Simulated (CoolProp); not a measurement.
Vapour-liquid equilibrium of dimethyl ether (1) + methanol (2) at 357.2 K; x and y are mole fractions of (1).

Values from CoolProp's multi-fluid Helmholtz-energy mixture model, Wu 2011 and de Reuck 1993; pair parameters Bell 2016.

```tsv
x	bubble pressure, mixture model (kPa)	bubble pressure, Raoult's law (kPa)	y, mixture model	y, Raoult's law
0.05	395.9	319.3	0.478	0.379
0.2	874.1	651.0	0.776	0.743
0.35	1233	982.6	0.851	0.862
0.5	1508	1314	0.888	0.921
0.65	1746	1646	0.916	0.956
0.8	1996	1977	0.945	0.979
0.95	2299	2309	0.984	0.995
```

The largest gap from Raoult's law is +34.3 % in bubble pressure, at x = 0.2. No azeotrope shows between x = 0.05 and 0.95.

The pair parameters rest on a limited set of measurements; away from them the model extrapolates. The gap from Raoult's law changes sign with composition, which may be real or a fault of the pair parameters; it wasn't checked against measurements.
